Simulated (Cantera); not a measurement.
## Ignition delay

Mixture: H2 : O2 : N2 = 1 : 0.633 : 2.38 (molar parts), equivalence ratio 0.79, at 6300 Torr, adiabatic and at constant pressure. Ignition delay is the time to a rise of 400 K.

Computed with Cantera and GRI-Mech 3.0 (53 species, 325 reactions). The hydrogen kinetics of GRI-Mech 3.0 are dated; newer H2 mechanisms differ, most at raised pressure.

```csv
T0 (K),delay (ms)
975,19.5
1075,1.72
1175,0.100
1275,0.00658
1375,0.00304
1475,0.00192
1575,0.00138
```

The apparent activation energy between 1375 and 1575 K is 71 kJ/mol.
